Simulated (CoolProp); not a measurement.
Vapour-liquid equilibrium of ethylene (1) + propylene (2) at 0.612 bar; x and y are mole fractions of (1).

Model: multi-fluid Helmholtz-energy mixture model, Smukala 2000 and Lemmon 2013; pair parameters Bell 2016, in CoolProp.

```
x     bubble temperature (°C)  y at the bubble point  dew temperature at overall composition x (°C)  liquid density (mol/L)
----  -----------------------  ---------------------  ---------------------------------------------  ----------------------
0.05                        ?                  0.453                                          -59.1                   15.26
0.15                    -82.5                  0.789                                          -61.1                   16.00
0.25                    -90.8                  0.895                                          -63.3                   16.60
0.35                        ?                  0.940                                          -65.8                   17.16
0.45                   -100.3                  0.962                                          -68.5                   17.69
0.55                   -103.3                  0.976                                          -71.7                   18.21
0.65                   -105.7                      ?                                          -75.5                   18.73
0.75                   -107.7                  0.990                                              ?                       ?
0.85                   -109.5                  0.995                                              ?                   19.80
0.95                        ?                  0.998                                          -98.0                   20.36
```

### Question
Fill in the missing entries.

### Answer

- 0.05, bubble temperature (°C): -68.6
- 0.35, bubble temperature (°C): -96.3
- 0.65, y at the bubble point: 0.984
- 0.75, dew temperature at overall composition x (°C): -80.3
- 0.75, liquid density (mol/L): 19.26
- 0.85, dew temperature at overall composition x (°C): -86.7
- 0.95, bubble temperature (°C): -111.1

No azeotrope shows between x = 0.05 and 0.95.

Pair parameters are fitted to limited data, so mixtures are less certain than the pure fluids.
